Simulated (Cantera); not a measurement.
# Ti(OiPr)4 + O2 + H2 (titanium nitride, carbide and oxide coatings)

A closed system holds: 1 mol Ti(OiPr)4, 1.4 mol O2, 3.9 mol H2, equilibrated at 0.00750 bar.

These are equilibrium values from Cantera (NASA tables, ideal gas, pure condensed phases), not measurements of a reactor. Candidate condensed phases: C, C6H6, C7H8, C8H18, H2O, Ti, TiC, TiO, TiO2, Ti2O3, Ti3O5, Ti4O7; 113 gas species. The feed counts by its element totals alone. TiC: taken at fixed stoichiometry. Condensed phases not in the tables: Magnéli phases beyond Ti4O7. Equilibrium is a limit: real reactors are often held back by kinetics, nucleation or transport.

| T (K) | x H2 | x CO | x CH4 | x H2O | x H | n C(graphite) | n Ti4O7(s) | n Ti3O5(s) | n TiC(s) |
|---|---|---|---|---|---|---|---|---|---|
| 1100 | 0.780 | 0.220 | 0.000164 | 0.000115 | 2.64e-7 | 6.95 | 0.250 | 0 | 0 |
| 1125 | 0.780 | 0.220 | 0.000132 | 8.27e-5 | 4.53e-7 | 6.95 | 0.250 | 0 | 0 |
| 1150 | 0.777 | 0.223 | 0.000106 | 6.09e-5 | 7.59e-7 | 6.87 | 0 | 0.333 | 0 |
| 1175 | 0.777 | 0.223 | 8.67e-5 | 4.50e-5 | 1.25e-6 | 6.87 | 0 | 0.333 | 0 |
| 1200 | 0.777 | 0.223 | 7.15e-5 | 3.37e-5 | 2.01e-6 | 6.87 | 0 | 0.333 | 0 |
| 1225 | 0.725 | 0.275 | 5.17e-5 | 2.94e-5 | 3.06e-6 | 4.20 | 0 | 0 | 1.00 |
| 1250 | 0.725 | 0.275 | 4.33e-5 | 2.25e-5 | 4.75e-6 | 4.20 | 0 | 0 | 1.00 |
| 1275 | 0.725 | 0.275 | 3.65e-5 | 1.74e-5 | 7.25e-6 | 4.20 | 0 | 0 | 1.00 |
| 1300 | 0.725 | 0.275 | 3.10e-5 | 1.36e-5 | 1.09e-5 | 4.20 | 0 | 0 | 1.00 |
| 1325 | 0.725 | 0.275 | 2.64e-5 | 1.08e-5 | 1.61e-5 | 4.20 | 0 | 0 | 1.00 |
| 1350 | 0.725 | 0.275 | 2.27e-5 | 8.57e-6 | 2.34e-5 | 4.20 | 0 | 0 | 1.00 |
| 1375 | 0.725 | 0.275 | 1.96e-5 | 6.88e-6 | 3.37e-5 | 4.20 | 0 | 0 | 1.00 |
| 1400 | 0.725 | 0.275 | 1.70e-5 | 5.57e-6 | 4.78e-5 | 4.20 | 0 | 0 | 1.00 |
x: gas mole fraction; n: condensed amount in mol.

From 1100 K to 1125 K the condensed part is C(graphite) + Ti4O7(s). From 1150 K to 1200 K the condensed part is C(graphite) + Ti3O5(s). From 1225 K to 1400 K the condensed part is C(graphite) + TiC(s).
